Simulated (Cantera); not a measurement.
**Premixed flame**

A freely propagating, adiabatic, planar premixed flame of H2 : O2 : N2 = 1 : 0.294 : 1.11 (molar parts), equivalence ratio 1.7, unburnt at 450 K and 0.132 atm; mixture-averaged transport, grid criteria slope 0.08 and curve 0.16, no radiation.

Detailed kinetics in Cantera: the H2/O2 subset of GRI-Mech 3.0, which has no nitrogen chemistry. Burning velocities carry a grid error of a few per cent, more on coarse grids.

```tsv
z (mm)	T (K)	u (m/s)	x H2	x O2	x OH	x H	x O	x H2O2
-16.9	450	4.36	0.416	0.122	<1e-8	<1e-8	<1e-8	<1e-8
-11.3	450	4.36	0.416	0.122	<1e-8	<1e-8	<1e-8	<1e-8
-8.45	450	4.36	0.416	0.122	<1e-8	<1e-8	<1e-8	<1e-8
-5.63	450	4.36	0.416	0.122	<1e-8	<1e-8	<1e-8	<1e-8
-2.82	459	4.44	0.414	0.122	3.94e-5	0.000158	5.51e-6	1.93e-6
-1.41	650	6.18	0.386	0.117	0.000409	0.0105	0.000169	3.76e-6
0	1073	9.91	0.246	0.0699	0.00200	0.0787	0.00473	3.11e-7
1.41	1331	12.2	0.140	0.0104	0.00405	0.122	0.00497	2.79e-7
2.82	1428	13.0	0.134	0.00382	0.00484	0.118	0.00395	2.48e-7
5.63	1538	13.9	0.141	0.00296	0.00586	0.104	0.00367	2.07e-7
11.3	1664	14.9	0.151	0.00238	0.00678	0.0868	0.00317	1.37e-7
22.5	1796	15.9	0.160	0.00172	0.00722	0.0692	0.00243	7.63e-8
45.1	1926	16.9	0.168	0.00109	0.00697	0.0521	0.00161	3.91e-8
```
x: mole fraction of selected species; z is measured from the peak of heat release.

```yaml
laminar_burning_velocity: 436 cm/s
thermal_thickness: 5.63 mm
peak x(OH): 0.00723
peak x(H): 0.123
peak x(O): 0.00619
peak x(H2O2): 5.90e-6
```
